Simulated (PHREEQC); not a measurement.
**Acid mine or pickling water: an equilibrium model**

Synthetic water in mg/kgw, 18 °C, pH 2.72, pe 9.1:

```
constituent  mg/kgw
-----------  ------
Na              676
K               908
Ca             2150
Mg              301
Cl             1570
S(6) as SO4    7440
Zn              5.2
Cd              588
N(5) as NO3    47.2
Cu(2)          7.64
Fe(3)          60.8
```

Valence states are taken as typed.

Computed with PHREEQC (ion-association model, wateq4f.dat).

This is a speciation only: nothing precipitates in the calculation.

Q: What ionic strength does the model give?

A: ionic strength 0.217 mol/kgw.

Q: In which forms is K present?

A: K+ 93 %, KSO4- 6.5 % of the K.

Examples of supersaturated solids here: Jarosite-K, Gypsum. Others may be too.
